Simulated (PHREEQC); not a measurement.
Solution (20 °C): 0.025 mol/kgw FeCl3 and 0.03 mol/kgw NH4HSO4. Closed to the air; pH follows from the charge balance.

The numbers come from PHREEQC with the ion-association model, phreeqc.dat.

| Item | Value |
|---|---|
| pH | 1.70 |
| ionic strength | 0.111 mol/kgw |
| total alkalinity | -80.0 meq/kg |

```csv
species,molality,activity,log γ
Cl-,0.0720,0.0548,-0.119
NH4+,0.0293,0.0216,-0.132
H+,0.0241,0.0198,-0.085
FeSO4+,0.0158,0.0123,-0.109
SO4-2,0.00567,0.00206,-0.440
HSO4-,0.00459,0.00357,-0.109
Fe+3,0.00354,0.000610,-0.764
FeCl+2,0.00234,0.000860,-0.435
FeHSO4+2,0.00180,0.000657,-0.438
NH4SO4-,0.000736,0.000572,-0.109
Fe(SO4)2-,0.000699,0.000543,-0.109
FeOH+2,0.000400,0.000147,-0.435
FeCl2+,0.000318,0.000247,-0.109
Fe2(OH)2+4,4.03e-5,7.17e-7,-1.750
Fe(OH)2+,2.57e-6,2.02e-6,-0.106
FeCl3,1.32e-6,1.35e-6,0.011
```

This is a speciation only: nothing precipitates in the calculation. The solution is supersaturated, for example in Hematite (slow to form), Goethite (slow to form), so a real one may precipitate; this is no full list. Complexes and solids missing from the database can't appear.
